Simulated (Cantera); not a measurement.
A Cantera script and what it prints.

```python
import numpy as np
import cantera as ct

gas_names = [...]  # 113 gases of nasa_gas.yaml made of C, H, O, Pb
cond_names = """
    C(gr) C6H6(L) C7H8(L) C8H18(L),n-octa H2O(s) H2O(L) Pb(cr) Pb(L) PbO(rd) PbO(yw) PbO(L) PbO2(s)
    Pb3O4(s)
""".split()


# ... load() reads the species with a 1 bar reference pressure and builds the phases ...
atoms = {
    'PbO': {'Pb': 1, 'O': 1},
    'CO': {'C': 1, 'O': 1},
    'H2': {'H': 2},
}
top_T = {'C(gr)': 4500, 'Pb3O4(s)': 820}  # K; cautious upper limits of use, not melting points


# ... equilibrate(T, P, feed) seeds the gas with the atoms and calls Mixture.equilibrate('TP', solver="vcs", rtol=1e-11, max_steps=5000) ...
results = []
T = 775  # K
P = 10000  # Pa
for m in [9.5, 16, 22, 28, 34, 40, 46, 52, 58, 64, 70, 76]:
    feed = {'PbO': 1, 'CO': 0.41, 'H2': m}  # mol
    mix = equilibrate(T, P, feed)
    results.append((T, P, feed, dict(zip(mix.species_names, mix.species_moles))))
    x = sorted(zip(gas.X, gas.species_names), reverse=True)
    print(f"T = {T:g} K  P = {P:g} Pa  n(H2) = {m:g} mol  gas = {mix.phase_moles(0):.4g} mol")
    print("   x: " + "  ".join(f"{s} {v:.3e}" for v, s in x if v > 1e-05))
    print("   condensed (mol): " + ("  ".join(f"{mix.phase(i).name} {mix.phase_moles(i):.4g}"
          for i in range(1, mix.n_phases) if mix.phase_moles(i) > 1e-12) or "none"))
```

It prints:

```
T = 775 K  P = 10000 Pa  n(H2) = 9.5 mol  gas = 9.346 mol
   x: H2 8.251e-01  H2O 1.310e-01  CH4 3.015e-02  CO 7.616e-03  CO2 6.105e-03
   condensed (mol): Pb(L) 1
T = 775 K  P = 10000 Pa  n(H2) = 16 mol  gas = 15.72 mol
   x: H2 8.898e-01  H2O 8.415e-02  CH4 2.189e-02  CO 2.833e-03  CO2 1.352e-03
   condensed (mol): Pb(L) 1
T = 775 K  P = 10000 Pa  n(H2) = 22 mol  gas = 21.68 mol
   x: H2 9.185e-01  H2O 6.255e-02  CH4 1.693e-02  CO 1.480e-03  CO2 5.087e-04
   condensed (mol): Pb(L) 1
T = 775 K  P = 10000 Pa  n(H2) = 28 mol  gas = 27.65 mol
   x: H2 9.356e-01  H2O 4.961e-02  CH4 1.369e-02  CO 8.981e-04  CO2 2.404e-04
   condensed (mol): Pb(L) 1
T = 775 K  P = 10000 Pa  n(H2) = 34 mol  gas = 33.64 mol
   x: H2 9.468e-01  H2O 4.105e-02  CH4 1.146e-02  CO 6.002e-04  CO2 1.314e-04
   condensed (mol): Pb(L) 1
T = 775 K  P = 10000 Pa  n(H2) = 40 mol  gas = 39.63 mol
   x: H2 9.547e-01  H2O 3.499e-02  CH4 9.838e-03  CO 4.285e-04  CO2 7.929e-05
   condensed (mol): Pb(L) 1
T = 775 K  P = 10000 Pa  n(H2) = 46 mol  gas = 45.62 mol
   x: H2 9.605e-01  H2O 3.048e-02  CH4 8.614e-03  CO 3.209e-04  CO2 5.140e-05
   condensed (mol): Pb(L) 1
T = 775 K  P = 10000 Pa  n(H2) = 52 mol  gas = 51.62 mol
   x: H2 9.651e-01  H2O 2.700e-02  CH4 7.658e-03  CO 2.491e-04  CO2 3.518e-05
   condensed (mol): Pb(L) 1
T = 775 K  P = 10000 Pa  n(H2) = 58 mol  gas = 57.62 mol
   x: H2 9.687e-01  H2O 2.422e-02  CH4 6.892e-03  CO 1.989e-04  CO2 2.511e-05
   condensed (mol): Pb(L) 1
T = 775 K  P = 10000 Pa  n(H2) = 64 mol  gas = 63.61 mol
   x: H2 9.716e-01  H2O 2.197e-02  CH4 6.264e-03  CO 1.625e-04  CO2 1.854e-05
   condensed (mol): Pb(L) 1
T = 775 K  P = 10000 Pa  n(H2) = 70 mol  gas = 69.61 mol
   x: H2 9.740e-01  H2O 2.009e-02  CH4 5.741e-03  CO 1.352e-04  CO2 1.408e-05
   condensed (mol): Pb(L) 1
T = 775 K  P = 10000 Pa  n(H2) = 76 mol  gas = 75.61 mol
   x: H2 9.761e-01  H2O 1.851e-02  CH4 5.297e-03  CO 1.142e-04  CO2 1.094e-05
   condensed (mol): Pb(L) 1
```

Method: chemical equilibrium by Gibbs-energy minimisation in Cantera with the NASA 1993 tables (ideal gas, pure condensed phases).
